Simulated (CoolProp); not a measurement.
Nitrogen at 467.65 K and 1.33 MPa flows at 7.8 m/s in a round tube of 20 mm bore and 45 µm roughness, fully developed (64/Re and Nu = 3.66 if laminar; Colebrook and Gnielinski if turbulent). Each further row changes one setting.

Values from CoolProp's reference Helmholtz-energy equation of state, Span 2000.

| case | Reynolds number | Darcy friction factor | pressure drop (Pa/m) | heat-transfer coefficient (W/(m² K)) | mass flow (kg/h) |
|---|---|---|---|---|---|
| as stated | … | 0.0267 | … | 304 | … |
| velocity 15.6 m/s | 119000 | … | 1480 | … | 168 |
| diameter 40 mm | 119000 | … | 161 | 252 | … |

Question: What belongs in the gaps?

Answer: 
- as stated, Reynolds number: 59600
- as stated, pressure drop (Pa/m): 387
- as stated, mass flow (kg/h): 84.1
- velocity 15.6 m/s, Darcy friction factor: 0.0255
- velocity 15.6 m/s, heat-transfer coefficient (W/(m² K)): 584
- diameter 40 mm, Darcy friction factor: 0.0223
- diameter 40 mm, mass flow (kg/h): 336

Viscosity comes from a separate model (Lemmon 2004). Thermal conductivity comes from a separate model (Lemmon 2004).
